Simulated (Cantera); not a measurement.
Input: 1 mol CH₃SiH₃, 0.011 mol CH₄, 12 mol H₂, at 0.0130 bar.

These are equilibrium values from Cantera (NASA tables, ideal gas, pure condensed phases), not measurements of a reactor. Candidate condensed phases: C, C₆H₆, C₇H₈, C₈H₁₈, Si, SiC; 87 gas species. The feed counts by its element totals alone. Gases not in the tables: Si₂H₆ and higher silanes. Equilibrium is a limit: real reactors are often held back by kinetics, nucleation or transport.

Question: Which condensed phases are stable at each of these points (T (°C)): 1802, 1827, 1852, 1877, 1902, 1927, 1952, 1977, 2002, 2027, 2052, 2077, 2102?

Answer: 
```tsv
T (°C)	condensed phases	Si condensed (%)
1802	SiC(s)	98.7
1827	SiC(s)	98.2
1852	SiC(s)	97.4
1877	SiC(s)	96.5
1902	SiC(s)	95.2
1927	SiC(s)	93.6
1952	SiC(s)	91.4
1977	C(graphite) + SiC(s)	88.4
2002	C(graphite) + SiC(s)	84.0
2027	C(graphite) + SiC(s)	77.9
2052	C(graphite) + SiC(s)	69.7
2077	C(graphite) + SiC(s)	58.7
2102	C(graphite) + SiC(s)	43.7
```

From 1802 °C to 1952 °C the condensed part is SiC(s). From 1977 °C to 2102 °C the condensed part is C(graphite) + SiC(s).
